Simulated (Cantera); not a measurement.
Cantera with NASA thermochemical tables; ideal gases at 1 bar, condensed phases pure. Values are per mole of reaction as written; species without (g) are pure solids or liquids, kept so even where they would boil at 1 bar. ZrN: taken at fixed stoichiometry.

Problem. Between 723 and 1123 K, where is each reaction favourable under standard conditions?
- 9 H2O2(g) + 8 ZrN = 8 ZrO2(g) + 2 NO(g) + 6 NH3(g)
- 7 ZrO2 + 8 NH3(g) = 7 ZrN + 12 H2O(g) + NO2(g)

Solution. 
- 9 H2O2(g) + 8 ZrN = 8 ZrO2(g) + 2 NO(g) + 6 NH3(g): ΔG° is 812 kJ at 723 K and 318 kJ at 1123 K; it stays positive (K < 1). ΔH° is 1674 kJ and ΔS° 1208 J/K at 1123 K.
- 7 ZrO2 + 8 NH3(g) = 7 ZrN + 12 H2O(g) + NO2(g): ΔG° is 1985 kJ at 723 K and 1638 kJ at 1123 K; it stays positive (K < 1). ΔH° is 2598 kJ and ΔS° 854 J/K at 1123 K.
